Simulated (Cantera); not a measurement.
Carbon deposition, reforming and gasification: C₂H₄ + O₂ + H₂

Charge: 1 mol C₂H₄, 0.097 mol O₂, 20 mol H₂, at 133 Pa.

Method: chemical equilibrium by Gibbs-energy minimisation in Cantera with the NASA 1993 tables (ideal gas, pure condensed phases). Candidate condensed phases: C, C₆H₆, C₇H₈, C₈H₁₈, H₂O; 110 gas species. The numbers say what is thermodynamically allowed, not how fast it happens.

```tsv
T (K)	log p H₂	log p H	log p C₃	log p CO	n C(graphite)
1473	-2.88	-6.34	<-14	-4.93	1.81
1623	-2.88	-5.60	<-14	-4.93	1.80
1773	-2.88	-4.99	-13.30	-4.94	1.80
1923	-2.89	-4.47	-11.41	-4.94	1.79
2073	-2.91	-4.04	-9.80	-4.95	1.75
2223	-2.96	-3.67	-8.42	-4.97	1.69
2373	-3.05	-3.38	-7.21	-5.01	1.58
2523	-3.21	-3.16	-6.15	-5.06	1.38
2673	-3.46	-3.02	-5.21	-5.13	0.737
2823	-3.78	-2.94	-4.88	-5.19	0
```
log p: log10 of the partial pressure in bar; n: condensed amount in mol.

From 1473 K to 2673 K the condensed part is C(graphite). At 2823 K nothing is condensed. The main C-bearing gas is CO at 1473 K and C₃ at 2823 K. The share of C in condensed phases is highest at 1473 K (90.3 %) and lowest at 2823 K (0.0 %).
